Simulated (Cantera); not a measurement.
Input (Python, Cantera):

```python
import numpy as np
import cantera as ct

gas = ct.Solution("h2o2.yaml")
gas.TPX = 1075, 2666, {'H2': 0.019, 'O2': 1, 'N2': 0.95}
reactor = ct.IdealGasConstPressureReactor(gas, energy="off", clone=False)
net = ct.ReactorNet([reactor])
net.rtol, net.atol = 1e-08, 1e-18
show = ['H2', 'O2', 'H2O', 'O', 'OH', 'H']
times = np.geomspace(0.0009, 40, 15)

steps = ct.SolutionArray(gas, extra=["t"])
rows = []
print(f"{'t/s':>10s}{'T/K':>9s}{'P/Pa':>11s}" + "".join(f"{s:>11s}" for s in show))
for t in times:
    while net.time < t:
        t_next = net.step()
        steps.append(gas.state, t=t_next)
    rows.append([np.interp(t, steps.t, y) for y in (steps.T, steps.P, *steps(*show).X.T)])
    print(f"{t:10.3e}{rows[-1][0]:9.1f}{rows[-1][1]:11.4g}" + "".join(f"{x:11.3e}" for x in rows[-1][2:]))
rate = np.gradient(steps.T, steps.t)
print("integrator steps:", len(steps.t))
if steps.T.max() > steps.T[0] + 200:
    print(f"time of steepest temperature rise: {steps.t[rate.argmax()]:.4e} s")
gas.TPX = 1075, 2666, {'H2': 0.019, 'O2': 1, 'N2': 0.95}
gas.equilibrate("TP")
print(f"equilibrium (TP): T = {gas.T:.1f} K  " + "  ".join(f"{s} {gas[s].X[0]:.3e}" for s in show))
```

Result:

```
       t/s      T/K       P/Pa         H2         O2        H2O          O         OH          H
 9.000e-04   1075.0       2666  9.650e-03  5.079e-01  1.343e-09  1.479e-09  9.182e-10  4.140e-10
 1.933e-03   1075.0       2666  9.650e-03  5.079e-01  1.995e-08  1.675e-08  9.769e-09  4.096e-09
 4.152e-03   1075.0       2666  9.646e-03  5.079e-01  2.628e-06  2.085e-06  1.207e-06  5.026e-07
 8.917e-03   1075.0       2666  2.572e-03  5.026e-01  5.863e-03  3.900e-03  1.103e-03  1.327e-03
 1.915e-02   1075.0       2666  7.318e-05  5.020e-01  9.144e-03  4.429e-03  4.051e-04  4.971e-04
 4.113e-02   1075.0       2666  3.311e-05  5.036e-01  9.422e-03  2.323e-03  2.765e-04  1.771e-04
 8.834e-02   1075.0       2666  1.238e-05  5.048e-01  9.573e-03  8.874e-04  1.687e-04  4.118e-05
 1.897e-01   1075.0       2666  3.559e-06  5.053e-01  9.642e-03  2.633e-04  9.154e-05  6.623e-06
 4.075e-01   1075.0       2666  8.875e-07  5.054e-01  9.671e-03  6.850e-05  4.684e-05  8.814e-07
 8.752e-01   1075.0       2666  2.174e-07  5.055e-01  9.684e-03  1.757e-05  2.385e-05  1.151e-07
 1.880e+00   1075.0       2666  5.710e-08  5.055e-01  9.690e-03  4.826e-06  1.255e-05  1.664e-08
 4.037e+00   1075.0       2666  1.678e-08  5.055e-01  9.693e-03  1.479e-06  6.963e-06  2.829e-09
 8.671e+00   1075.0       2666  5.552e-09  5.055e-01  9.694e-03  5.066e-07  4.076e-06  5.670e-10
 1.862e+01   1075.0       2666  2.031e-09  5.055e-01  9.695e-03  1.902e-07  2.496e-06  1.304e-10
 4.000e+01   1075.0       2666  8.030e-10  5.055e-01  9.696e-03  7.658e-08  1.583e-06  3.330e-11
integrator steps: 1847
equilibrium (TP): T = 1075.0 K  H2 5.891e-11  O2 5.055e-01  H2O 9.696e-03  O 5.749e-09  OH 4.330e-07  H 6.944e-13
```

Detailed kinetics in Cantera: the H2/O2 subset of GRI-Mech 3.0, which has no nitrogen chemistry. Radical loss at walls, strong at low pressure, is not modelled.
